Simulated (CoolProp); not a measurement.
Properties of propylene glycol at several states.

The numbers come from the reference Helmholtz-energy equation of state, Eisenbach 2021 in CoolProp.

| T (K) | p (bar) | phase | density (kg/m³) | cp (kJ/(kg K)) | cv (kJ/(kg K)) | speed of sound (m/s) |
|---|---|---|---|---|---|---|
| 326.7 | 1.35 | liquid | 1011 | 2.654 | 2.306 | 1428 |
| 483 | 275 | liquid | 899.5 | 3.413 | 2.889 | 1121 |
| 333.7 | 0.522 | liquid | 1005 | 2.693 | 2.338 | 1407 |
| 499.7 | 365 | liquid | 892.9 | 3.468 | 2.932 | 1123 |
| 602.1 | 7.02 | gas | 11.25 | 3.006 | 2.857 | 249.2 |
